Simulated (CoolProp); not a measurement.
The numbers come from the reference Helmholtz-energy equation of state, Thol 2016 in CoolProp.

Q: For hexamethyldisiloxane (MM), give the phase and the density (kg/m³), isothermal compressibility (1/MPa), fugacity coefficient at 233.9 K and 2.67 MPa; 280.3 K and 2.67 MPa; 286 K and 2.67 MPa.

A: 
- 233.9 K and 2.67 MPa: liquid; density 828, isothermal compressibility 0.00118, fugacity coefficient 3.32e-5
- 280.3 K and 2.67 MPa: liquid; density 782, isothermal compressibility 0.00171, fugacity coefficient 0.000993
- 286 K and 2.67 MPa: liquid; density 776, isothermal compressibility 0.00179, fugacity coefficient 0.00137
